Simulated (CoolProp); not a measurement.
A Linde-Hampson liquefier for carbon monoxide: isothermal reversible compression at 200 K from 1 atm to 10 MPa, throttling to 1 atm, return gas leaving the recuperator 5 K below the feed. Each further row changes one setting.

Model: reference Helmholtz-energy equation of state, Lemmon 2006, in CoolProp. It is a short technical equation, of lower accuracy than the large ones.

```csv
case,liquid yield per pass,compression work (kJ/kg of gas)
as stated,0.153,259
high pressure 20 MPa,0.246,293
warm-end temperature 230 K,0.097,305
warm-end gap 10 K,0.140,259
```
